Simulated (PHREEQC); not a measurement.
# Leach liquor: speciation

Solution (60 °C): 17 mmol/kgw HCl and 0.091 mmol/kgw MnSO4. It is in equilibrium with CO2 at log p = -3.4 (atm). Otherwise closed; pH follows from the charge balance.

All values are PHREEQC results (ion-association model, phreeqc.dat), not measurements.

Precipitation was switched off in this run.

Question: Estimate the pH.

Answer: pH 1.82.

Question: In which forms is Mn present?

Answer: Mn+2 96 %, MnCl+ 3.9 % of the Mn.

Constants without temperature data keep their 25 °C values here.
